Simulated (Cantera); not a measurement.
Feed: 1 mol CaCO3, 0.2 mol H2, 0.85 mol O2, equilibrated at 1525 K and 0.0100 bar.

These are equilibrium values from Cantera (NASA tables, ideal gas, pure condensed phases), not measurements of a reactor. Candidate condensed phases: C, C6H6, C7H8, C8H18, Ca, CaCO3, CaO, Ca(OH)2, H2O; 115 gas species. Kinetics and transport are ignored.

Q: What is the equilibrium state?

A: 
| Quantity | Value |
|---|---|
| x(CO2) | 0.513 |
| x(O2) | 0.384 |
| x(H2O) | 0.102 |
| x(OH) | 0.000361 |
| x(CO) | 5.85e-5 |
| x(O) | 3.51e-5 |
| x(H2) | 4.34e-6 |
| n(CaO(s)) | 1.00 mol |
| gas amount | 1.950 mol |
| log10 activity of C(graphite) (absent) | -13.45 |
| log10 activity of Ca(l) (absent) | -14.98 |
